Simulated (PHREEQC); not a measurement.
Make-up at 20 °C: 5.7 mmol/kgw H2SO4 and 44 mmol/kgw Al2(SO4)3. Closed to the air; pH follows from the charge balance.

The numbers come from PHREEQC with the ion-association model, phreeqc.dat.

Precipitation was switched off in this run.

Q: Order these Al species by the share of Al that they hold, largest first: AlSO4+, Al(SO4)2-, Al+3.

A: AlSO4+ (67 %), Al(SO4)2- (22 %), Al+3 (10 %)

Q: Order these S species by the share of S that they hold, largest first: HSO4-, Al(SO4)2-, AlSO4+, SO4-2.

A: AlSO4+ (43 %), Al(SO4)2- (29 %), SO4-2 (24 %), HSO4- (4.1 %)

The pH is 2.34 and the ionic strength 0.154 mol/kgw.
